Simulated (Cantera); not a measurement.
## Low-pressure radical oxidation in H2/O2

A perfectly stirred reactor is fed with H₂ : O₂ = 0.057 : 1 (molar parts), at 0.00520 bar; it is held at 1098 K, and followed from long to short residence time.

Model: the H2/O2 subset of GRI-Mech 3.0, which has no nitrogen chemistry, integrated in Cantera. Radical loss at walls, strong at low pressure, is not modelled. The temperature is held fixed by assumption; the heat of reaction is taken as removed at once.

| τ (s) | x H₂ | x O₂ | x O | x H | x H₂O₂ | x H₂O | x OH |
|---|---|---|---|---|---|---|---|
| 25 | 6.42e-5 | 0.943 | 0.000941 | 5.50e-5 | 3.11e-8 | 0.0551 | 0.000457 |
| 10 | 0.000112 | 0.943 | 0.00171 | 0.000135 | 3.56e-8 | 0.0549 | 0.000620 |
| 4.4 | 0.000184 | 0.941 | 0.00287 | 0.000299 | 3.91e-8 | 0.0546 | 0.000812 |
| 1.8 | 0.000312 | 0.939 | 0.00497 | 0.000690 | 4.22e-8 | 0.0540 | 0.00108 |
| 0.76 | 0.000513 | 0.935 | 0.00813 | 0.00148 | 4.43e-8 | 0.0531 | 0.00141 |
| 0.32 | 0.000836 | 0.930 | 0.0126 | 0.00296 | 4.60e-8 | 0.0517 | 0.00181 |
| 0.13 | 0.00138 | 0.924 | 0.0180 | 0.00536 | 4.85e-8 | 0.0494 | 0.00228 |
| 0.055 | 0.00227 | 0.918 | 0.0221 | 0.00813 | 5.39e-8 | 0.0466 | 0.00277 |
| 0.023 | 0.00396 | 0.915 | 0.0237 | 0.0107 | 6.57e-8 | 0.0432 | 0.00334 |
| 0.0096 | 0.00732 | 0.916 | 0.0223 | 0.0123 | 8.60e-8 | 0.0386 | 0.00397 |
| 0.0040 | 0.0140 | 0.920 | 0.0183 | 0.0120 | 1.10e-7 | 0.0318 | 0.00446 |
x: mole fraction; the columns are a selection and need not sum to one.
